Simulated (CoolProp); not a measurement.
Vapour-liquid equilibrium of dimethyl ether (1) + methanol (2) at 1.42 bar; x and y are mole fractions of (1).

Model: multi-fluid Helmholtz-energy mixture model, Wu 2011 and de Reuck 1993; pair parameters Bell 2016, in CoolProp.

Task: Give the bubble temperature and the first vapour's composition at x = 0.05, 0.25, 0.35. Is there an azeotrope?

Result: x = 0.05: 45.5 °C, y = 0.685; x = 0.25: 4.6 °C, y = 0.967; x = 0.35: -1.6 °C, y = 0.979. No azeotrope shows between x = 0.05 and 0.95.

The pair parameters rest on a limited set of measurements; away from them the model extrapolates. With so large a gap from Raoult's law the liquid may split in two, which this calculation doesn't test in full.
